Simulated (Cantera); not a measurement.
Cantera run:

```python
import numpy as np
import cantera as ct

gas_names = """
    Fe FeO Fe(OH)2 H HO2 H2 H2O H2O2 H2S H2SO4 O OH O2 O3 S SH SO SO2 SO3 S2 S2O S8
""".split()
cond_names = """
    Fe(a) Fe(c) Fe(d) Fe(L) FeO(s) FeO(L) Fe(OH)2(s) Fe(OH)3(s) FeS(a) FeS(b) FeS(c) FeS(L) FeSO4(s)
    FeS2(s) Fe2O3(s) Fe2S3O12(s) Fe3O4(s) H2O(s) H2O(L) H2SO4(L) S(cr1) S(cr2) S(L)
""".split()


# ... load() reads the species with a 1 bar reference pressure and builds the phases ...
atoms = {
    'FeS2': {'Fe': 1, 'S': 2},
    'H2': {'H': 2},
    'H2O': {'H': 2, 'O': 1},
    'O2': {'O': 2},
}
top_T = {'FeSO4(s)': 950, 'FeS2(s)': 1010, 'Fe2O3(s)': 1830, 'Fe2S3O12(s)': 1100, 'Fe3O4(s)': 1870}  # K; cautious upper limits of use, not melting points


# ... equilibrate(T, P, feed) seeds the gas with the atoms and calls Mixture.equilibrate('TP', solver="vcs", rtol=1e-11, max_steps=5000) ...
results = []
feed = {'FeS2': 1, 'H2': 150, 'H2O': 1.6, 'O2': 0.42}  # mol
P = 10000  # Pa
for T in [1598, 1648, 1698, 1748, 1798, 1848, 1898, 1948, 1998, 2048, 2098, 2148]:
    mix = equilibrate(T, P, feed)
    results.append((T, P, feed, dict(zip(mix.species_names, mix.species_moles))))

top = {s: max(r[3][s] / sum(r[3][g] for g in gas_names) for r in results) for s in gas_names}
cols = sorted((s for s in top if top[s] > 0.001), key=lambda s: -top[s])[:8]
seen = [c for c in cond_names if any(r[3].get(c, 0) > 1e-12 for r in results)]
print("log10 of partial pressures in bar; condensed amounts in mol")
print(f"{'T/K':>10s}" + "".join(f"{s[:9]:>10s}" for s in cols + seen))
for T, P, feed, n in results:
    ng = sum(n[g] for g in gas_names)
    print(f"{T:10.4g}" + "".join(f"{np.log10(max(n[s] / ng * P / 1e5, 1e-99)):10.3f}" for s in cols)
          + "".join(f"{n.get(c, 0):10.4g}" for c in seen))
```

Output:

```
log10 of partial pressures in bar; condensed amounts in mol
       T/K        H2       H2O         H       H2S        Fe        SH        S2     Fe(c)     Fe(d)     Fe(L)
      1598    -1.013    -2.794    -4.780    -2.914    -5.976    -4.406    -4.535    0.9984         0         0
      1648    -1.013    -2.794    -4.557    -2.929    -5.584    -4.257    -4.385     0.996         0         0
      1698    -1.013    -2.794    -4.346    -2.948    -5.215    -4.123    -4.254         0    0.9907         0
      1748    -1.013    -2.794    -4.148    -2.971    -4.869    -4.001    -4.142         0    0.9795         0
      1798    -1.013    -2.795    -3.960    -3.000    -4.543    -3.893    -4.047         0    0.9565         0
      1848    -1.013    -2.795    -3.782    -3.032    -4.244    -3.796    -3.970         0         0    0.9133
      1898    -1.014    -2.796    -3.614    -3.070    -3.964    -3.711    -3.908         0         0    0.8344
      1948    -1.015    -2.797    -3.454    -3.111    -3.699    -3.635    -3.861         0         0    0.6946
      1998    -1.016    -2.799    -3.303    -3.156    -3.448    -3.569    -3.828         0         0    0.4542
      2048    -1.018    -2.801    -3.159    -3.205    -3.210    -3.513    -3.807         0         0    0.0519
      2098    -1.019    -2.803    -3.021    -3.256    -3.188    -3.463    -3.796         0         0         0
      2148    -1.021    -2.804    -2.890    -3.310    -3.189    -3.421    -3.796         0         0         0
```

Method: chemical equilibrium by Gibbs-energy minimisation in Cantera with the NASA 1993 tables (ideal gas, pure condensed phases).
